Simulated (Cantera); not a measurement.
Charge: 1 mol MgCO₃, 2.3 mol SO₃, 0.064 mol H₂O, equilibrated at 948 K and 12.0 bar.

Equilibrium computed with Cantera from the NASA thermochemical tables; the gas is ideal and each condensed phase is pure. Candidate condensed phases: C, C₆H₆, C₇H₈, C₈H₁₈, H₂O, H₂SO₄, Mg, MgCO₃, MgO, Mg(OH)₂, MgS, MgSO₄, S; 130 gas species. Kinetics and transport are ignored.

Base state: CO₂ 0.396, SO₃ 0.386, SO₂ 0.128, O₂ 0.0640, H₂O 0.0245, H₂SO₄ 0.000881 (mole fractions); condensed: MgSO₄(s).

Problem. What changes in the equilibrium state with this change: MgCO₃ replaced by FeS?

Solution. 
```csv
species,before,after
SO₂,0.128,0.966
H₂O,0.0245,0.0208
S₂,<1e-9,0.00906
CO₂,0.396,0
SO₃,0.386,1.74e-7
O₂,0.0640,<1e-9
S₂O,<1e-9,0.00321
H₂SO₄,0.000881,<1e-9
H₂S,<1e-9,0.000550
"MgSO₄(s), mol",1.00,0
"FeS₂(s), mol",0,0.167
"Fe₃O₄(s), mol",0,0.278
```
Gases not in the tables: S₃ to S₇. Further candidate phases: Fe, FeO, Fe(OH)₂, Fe(OH)₃, FeS, FeSO₄, FeS₂, Fe₂O₃, Fe₂(SO₄)₃, Fe₃O₄.

Problem. What changes in the equilibrium state with this change: pressure from 12.0 bar to 13.3 mbar?

Solution. 
```
species          before    after
-------------  --------  -------
SO₂               0.128    0.380
CO₂               0.396    0.343
O₂               0.0640    0.190
SO₃               0.386   0.0658
H₂O              0.0245   0.0219
H₂SO₄          0.000881  1.49e-7
MgSO₄(s), mol      1.00     1.00
```
